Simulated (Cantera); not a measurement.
A closed system holds: 1 mol FeS2, 1.7 mol H2, at 1102 °C and 1.80 bar.

These are equilibrium values from Cantera (NASA tables, ideal gas, pure condensed phases), not measurements of a reactor. Candidate condensed phases: Fe, FeS, FeS2, S; 8 gas species. FeS: taken at fixed stoichiometry. Equilibrium is a limit: real reactors are often held back by kinetics, nucleation or transport.

Base state: H2S 0.543, H2 0.439, S2 0.0172, SH 0.000818 (mole fractions); condensed: FeS(s).

Problem. What changes in the equilibrium state with this change: temperature from 1102 °C to 450 °C?

Solution. 
```
species        before    after
-----------  --------  -------
H2S             0.543    0.588
H2              0.439    0.412
S2             0.0172  1.66e-8
SH           0.000818  2.16e-9
FeS(s), mol      1.00     1.00
```

Problem. What changes in the equilibrium state with this change: temperature from 1102 °C to 2000 °C?

Solution. 
```
species        before     after
-----------  --------  --------
H2              0.439     0.677
S2             0.0172     0.161
H2S             0.543     0.112
SH           0.000818    0.0402
Fe              <1e-9  0.000769
S             8.17e-7   0.00459
H             1.69e-6   0.00515
FeS(s), mol      1.00         0
FeS(l), mol         0     0.998
```

Problem. What changes in the equilibrium state with this change: pressure from 1.80 bar to 3.70 bar?

Solution. 
```csv
species,before,after
H2S,0.543,0.563
H2,0.439,0.427
S2,0.0172,0.00949
SH,0.000818,0.000600
"FeS(s), mol",1.00,1.00
```
